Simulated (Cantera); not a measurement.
An adiabatic, constant-volume homogeneous reactor starts with CH4 : C2H6 : C3H8 : O2 : N2 = 1 : 0.092 : 0.14 : 5.3 : 19.9 (molar parts), equivalence ratio 0.57, at 1125 K and 7500 Torr. Integrator tolerance rtol = 1e-08.

Cantera simulation using GRI-Mech 3.0 (53 species, 325 reactions); the numbers are that mechanism's predictions, not measurements. GRI-Mech 3.0 was tuned for natural gas; its chemistry of propane as a main component is partial and can be far from experiment.

Q: What does this change do: C3H8 0.14 to 0.083 parts?

A: 
```
quantity                                                              before                                      after
---------------------------------  -----------------------------------------  -----------------------------------------
time of steepest temperature rise                                    2.78 ms                                    2.77 ms
temperature at 1.00 s                                                 2536 K                                     2438 K
equilibrium temperature                                               2536 K                                     2438 K
x(CH4) at 1.00 s                       <1e-12 (gas-phase equilibrium <1e-12)      <1e-12 (gas-phase equilibrium <1e-12)
x(C2H6) at 1.00 s                      <1e-12 (gas-phase equilibrium <1e-12)      <1e-12 (gas-phase equilibrium <1e-12)
x(C3H8) at 1.00 s                      <1e-12 (gas-phase equilibrium <1e-12)      <1e-12 (gas-phase equilibrium <1e-12)
x(C2H2) at 1.00 s                      <1e-12 (gas-phase equilibrium <1e-12)      <1e-12 (gas-phase equilibrium <1e-12)
x(HCO) at 1.00 s                   8.70e-10 (gas-phase equilibrium 8.70e-10)  2.42e-10 (gas-phase equilibrium 2.42e-10)
```
